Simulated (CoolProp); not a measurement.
Vapour-liquid equilibrium of CHF3 (R23) (1) + sulfur hexafluoride (2) at 1.4 MPa; x and y are mole fractions of (1).

Model: multi-fluid Helmholtz-energy mixture model, Penoncello 2003 and Guder 2009; pair parameters Bell 2016, in CoolProp.

| x | bubble temperature, mixture model (K) | bubble temperature, Raoult's law (K) | y, mixture model | y, Raoult's law |
|---|---|---|---|---|
| 0.05 | (withheld) | 275.5 | 0.144 | 0.095 |
| 0.2 | (withheld) | 270.7 | 0.399 | 0.333 |
| 0.35 | (withheld) | 266.5 | 0.530 | 0.519 |
| 0.5 | 254.5 | 262.8 | (withheld) | 0.667 |
| 0.65 | (withheld) | 259.6 | (withheld) | 0.789 |
| 0.8 | (withheld) | 256.7 | 0.806 | 0.890 |
| 0.95 | 252.8 | 254.1 | (withheld) | 0.975 |

**Question.** What belongs in the gaps?

**Answer.** 
- 0.05, bubble temperature, mixture model (K): 271.8
- 0.2, bubble temperature, mixture model (K): 261.9
- 0.35, bubble temperature, mixture model (K): 257.1
- 0.5, y, mixture model: 0.621
- 0.65, bubble temperature, mixture model (K): 253.0
- 0.65, y, mixture model: 0.707
- 0.8, bubble temperature, mixture model (K): 252.3
- 0.95, y, mixture model: 0.941

The largest gap from Raoult's law is -9.4 K in bubble temperature, at x = 0.35. y crosses x between x = 0.8 and 0.95: the model has an azeotrope there.

Pair parameters are fitted to limited data, so mixtures are less certain than the pure fluids.
